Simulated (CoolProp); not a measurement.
Properties of R227EA along the isobar 2570 kPa (Tc = 101.8 °C, pc = 2925 kPa, ω = 0.358).

Computed with CoolProp (reference Helmholtz-energy equation of state, Lemmon 2016).

| T (°C) | phase | cp (kJ/(kg K)) | speed of sound (m/s) | viscosity (µPa s) |
|---|---|---|---|---|
| 20.65 | liquid | 1.152 | 458.8 | 267 |
| 39.45 | liquid | 1.208 | 385.5 | 208 |
| 58.35 | liquid | 1.289 | 309.2 | 159 |
| 77.15 | liquid | 1.441 | 225.2 | 116 |
| 114.95 | gas | 1.283 | 98.58 | 17.8 |
| 133.75 | gas | 1.156 | 111.8 | 17.9 |
| 152.65 | gas | 1.116 | 121.5 | 18.3 |
| 171.45 | gas | 1.102 | 129.3 | 18.8 |
| 190.35 | gas | 1.101 | 136.1 | 19.4 |

Viscosity comes from a separate model (Huber 2003), an estimate that may be off by 10 % or more.
